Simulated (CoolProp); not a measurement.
Saturated liquid density (kg/m³) of carbonyl sulfide: the reference equation beside estimates from Tc = 105.6 °C, pc = 6.369 MPa, ω = 0.098.

Model: reference Helmholtz-energy equation of state, Lemmon 2006, in CoolProp. It is a short technical equation, of lower accuracy than the large ones.

```
T (°C)  reference  van der Waals  Redlich-Kwong
------  ---------  -------------  -------------
-83.25       1243          795.9           1182
-73.65       1223          784.4           1163
-63.95       1203          772.4           1142
-54.35       1183          760.1           1122
-44.75       1163          747.3           1100
-35.15       1142          734.1           1077
-25.55       1120          720.3           1053
-15.85       1097          705.7           1027
-6.25        1074          690.6           1000
3.35         1050          674.8          972.1
12.95        1024          658.1          942.2
22.55       997.4          640.4          910.4
```

Absolute difference from the reference over all 12 rows, mean and median: van der Waals 35.8 and 35.7 %, Redlich-Kwong 6.2 and 5.8 %.
